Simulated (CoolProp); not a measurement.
The numbers come from the reference Helmholtz-energy equation of state, Lemmon 2006 in CoolProp. It is a short technical equation, of lower accuracy than the large ones.

### Question
For acetone, give the phase and the density (kg/m³), expansivity (1/kK) at 263.65 °C and 610 kPa.

### Answer
- 263.65 °C and 610 kPa: gas; density 8.29, expansivity 2.17
